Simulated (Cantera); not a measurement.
Input (Python, Cantera):

```python
import numpy as np
import cantera as ct

surf = ct.Interface("ptcombust.yaml", "Pt_surf")
gas = surf.adjacent["gas"]
gas.TPX = 300, 12000, {'CH4': 0.069, 'O2': 0.13, 'N2': 0.79}
jet = ct.ImpingingJet(gas=gas, width=0.048, surface=surf)
jet.inlet.mdot, jet.inlet.T, jet.inlet.X = 0.025, 300, {'CH4': 0.069, 'O2': 0.13, 'N2': 0.79}
jet.set_refine_criteria(ratio=10, slope=0.2, curve=0.3)
show, cover = ['CH4', 'O2', 'H2O', 'OH', 'CO', 'CO2'], ["PT(S)", "H(S)", "O(S)", "OH(S)", "CO(S)", "C(S)"]

rows = []
print(f"{'Ts/K':>7s}" + "".join(f"{s:>11s}" for s in show + cover) + "   (gas at the wall, coverages)")
for i, Ts in enumerate([950, 1000, 1050, 1100, 1150]):
    jet.surface.T = Ts
    if i == 0:
        surf.TP = Ts, 12000
        surf.coverages = "PT(S):0.5, O(S):0.5"
        surf.advance_coverages(1.0)
        jet.set_initial_guess(products="inlet")
    jet.solve(loglevel=0, auto=(i == 0))
    rows.append([*(jet.X[gas.species_index(s), -1] for s in show), *surf[cover].coverages])
    print(f"{Ts:7g}" + "".join(f"{x:11.3e}" for x in rows[-1]))
```

Result:

```
   Ts/K        CH4         O2        H2O         OH         CO        CO2      PT(S)       H(S)       O(S)      OH(S)      CO(S)       C(S)   (gas at the wall, coverages)
    950  3.120e-03  1.684e-03  1.225e-01  8.494e-10  2.347e-02  5.457e-02  7.707e-01  2.667e-04  4.713e-05  4.012e-05  2.273e-01  1.628e-03
   1000  2.505e-03  1.423e-03  1.229e-01  2.149e-09  2.504e-02  5.343e-02  8.640e-01  4.384e-04  4.060e-05  3.271e-05  1.342e-01  1.292e-03
   1050  2.218e-03  1.312e-03  1.222e-01  5.479e-09  2.490e-02  5.390e-02  9.256e-01  6.021e-04  4.171e-05  2.890e-05  7.285e-02  8.890e-04
   1100  2.103e-03  1.283e-03  1.207e-01  1.383e-08  2.348e-02  5.567e-02  9.610e-01  7.234e-04  4.870e-05  2.711e-05  3.764e-02  5.546e-04
   1150  2.074e-03  1.297e-03  1.186e-01  3.396e-08  2.119e-02  5.838e-02  9.798e-01  7.949e-04  6.184e-05  2.655e-05  1.902e-02  3.269e-04
```

Model: Deutschmann's 1995 Pt surface mechanism with GRI-Mech 3.0 gas chemistry, integrated in Cantera. Catalytic surfaces can have several steady states; this one follows from the mechanism file's or the stated starting coverage.
